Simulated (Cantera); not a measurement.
Feed: 1 mol S, 0.12 mol O2, equilibrated at 3000 K and 11.0 bar.

These are equilibrium values from Cantera (NASA tables, ideal gas, pure condensed phases), not measurements of a reactor. Candidate condensed phases: S; 10 gas species. Kinetics and transport are ignored.

Base state: S2 0.644, SO 0.174, SO2 0.103, S 0.0612, S2O 0.0174, O 0.000382, O2 0.000125 (mole fractions); condensed: gas only.

**Question.** What changes in the equilibrium state with this change: pressure from 11.0 bar to 100 bar?

**Answer.** 
```
species    before    after
-------  --------  -------
S2          0.644    0.695
SO2         0.103    0.132
SO          0.174    0.115
S          0.0612   0.0211
S2O        0.0174   0.0361
O        0.000382  8.08e-5
O2       0.000125  5.10e-5
```
The ideal-gas law is rough above about 30 bar.

**Question.** What changes in the equilibrium state with this change: S replaced by HCl?

**Answer.** 
```csv
species,before,after
HCl,0,0.593
Cl,0,0.226
H2O,0,0.101
S2,0.644,0
SO,0.174,0
SO2,0.103,0
S,0.0612,0
OH,0,0.0188
S2O,0.0174,0
O2,0.000125,0.0359
H2,0,0.00722
Cl2,0,0.00614
H,0,0.00404
ClO,0,0.00128
```
Further candidate phases: H2O.

**Question.** What changes in the equilibrium state with this change: O2 from 0.12 to 0.042 mol?

**Answer.** 
| species | before | after |
|---|---|---|
| S2 | 0.644 | 0.805 |
| SO | 0.174 | 0.0912 |
| S | 0.0612 | 0.0684 |
| SO2 | 0.103 | 0.0254 |
| S2O | 0.0174 | 0.0102 |
| O2 | 0.000125 | 2.75e-5 |
| O | 0.000382 | 0.000179 |
